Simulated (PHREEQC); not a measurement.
Solution (82 °C): 1.2 mmol/kgw NH3 and 1.2 mmol/kgw CO2. Closed to the air; pH follows from the charge balance.

The numbers come from PHREEQC with the ion-association model, phreeqc.dat.

No solid was allowed to form.

Question: Estimate the pH, ionic strength, specific conductance.

Answer: pH 7.06; ionic strength 0.00102 mol/kgw; specific conductance 303 µS/cm.

Question: In which forms is C present?

Answer: HCO3- 84 %, CO2 16 % of the C.

At this temperature some constants are extrapolated from 25 °C, and those without enthalpy data are left unchanged.
